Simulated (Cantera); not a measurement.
An isothermal, constant-pressure homogeneous reactor starts with H2 : O2 : N2 : H2O = 0.37 : 1 : 0.64 : 0.0022 (molar parts), equivalence ratio 0.18, at 1350 K and 0.860 bar.

Cantera simulation using GRI-Mech 3.0 (53 species, 325 reactions); the numbers are that mechanism's predictions, not measurements. The temperature is held fixed by assumption; the heat of reaction is taken as removed at once.

x: mole fraction; the columns are a selection and need not sum to one.

| t (s) | x H2 | x O2 | x O | x NO2 | x N2O | x NO | x HO2 |
|---|---|---|---|---|---|---|---|
| 2.00e-5 | 0.0127 | 0.424 | 0.0263 | 2.04e-9 | 5.55e-8 | 2.33e-6 | (withheld) |
| 5.80e-5 | 0.000860 | 0.444 | 0.00167 | 2.54e-8 | 1.36e-7 | 3.10e-6 | (withheld) |
| 0.000168 | 8.79e-5 | 0.446 | 0.000166 | 5.92e-8 | 1.55e-7 | 3.08e-6 | (withheld) |
| 0.000489 | 1.03e-5 | 0.446 | 2.80e-5 | 6.43e-8 | 1.63e-7 | 3.07e-6 | (withheld) |
| 0.00142 | 1.65e-6 | 0.446 | 6.52e-6 | 4.90e-8 | 1.66e-7 | 3.09e-6 | (withheld) |
| 0.00411 | 3.98e-7 | 0.446 | 1.85e-6 | 3.24e-8 | 1.66e-7 | 3.11e-6 | (withheld) |
| 0.0119 | 1.30e-7 | 0.446 | 6.36e-7 | 2.74e-8 | 1.61e-7 | 3.11e-6 | 1.49e-7 |
| 0.0346 | 7.27e-8 | 0.446 | 3.36e-7 | 3.48e-8 | 1.43e-7 | 3.11e-6 | 1.42e-7 |
| 0.101 | 6.76e-8 | 0.446 | 3.06e-7 | 3.72e-8 | 1.02e-7 | 3.10e-6 | 1.43e-7 |
| 0.292 | 6.76e-8 | 0.446 | 3.06e-7 | 3.73e-8 | 4.51e-8 | 3.10e-6 | 1.43e-7 |
| 0.846 | 6.76e-8 | 0.446 | 3.06e-7 | 3.73e-8 | 2.19e-8 | 3.10e-6 | 1.43e-7 |
| 2.46 | 6.76e-8 | 0.446 | 3.06e-7 | 3.73e-8 | 2.11e-8 | 3.10e-6 | 1.43e-7 |
| 7.13 | 6.76e-8 | 0.446 | 3.06e-7 | 3.73e-8 | 2.11e-8 | 3.11e-6 | 1.43e-7 |
| 20.7 | 6.76e-8 | 0.446 | 3.06e-7 | 3.74e-8 | 2.11e-8 | 3.12e-6 | 1.43e-7 |
| 60.0 | 6.76e-8 | 0.446 | 3.06e-7 | 3.77e-8 | 2.11e-8 | 3.14e-6 | 1.43e-7 |

Problem. Fill in the missing entries.

Solution. 
- 2.00e-5, x HO2: 0.000247
- 5.80e-5, x HO2: 8.68e-5
- 0.000168, x HO2: 1.51e-5
- 0.000489, x HO2: 2.90e-6
- 0.00142, x HO2: 7.27e-7
- 0.00411, x HO2: 2.50e-7
